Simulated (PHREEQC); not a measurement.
**Buffer: an equilibrium model**

Make-up at 20 °C: 0.027 mol/kgw KH2PO4, 0.088 mol/kgw KOH and 0.058 mol/kgw NaCl. Closed to the air; pH follows from the charge balance.

Model: ion-association model, phreeqc.dat, run in PHREEQC.

```
Item                          Value
--------------------  -------------
pH                            12.57
ionic strength        0.248 mol/kgw
specific conductance    18000 µS/cm
density                 1.008 g/cm³
total alkalinity        88.0 meq/kg
```

```
species  molality  activity   log γ
-------  --------  --------  ------
K+          0.115    0.0801  -0.157
Cl-        0.0580    0.0407  -0.154
Na+        0.0579    0.0428  -0.131
OH-        0.0367    0.0254  -0.160
PO4-3      0.0243   0.00103  -1.372
HPO4-2    0.00245  0.000682  -0.555
KHPO4-   0.000145  0.000107  -0.134
NaHPO4-   7.76e-5   5.70e-5  -0.134
H2PO4-    4.13e-9   3.04e-9  -0.134
```

Precipitation was switched off in this run. Species that the database lacks are ignored.
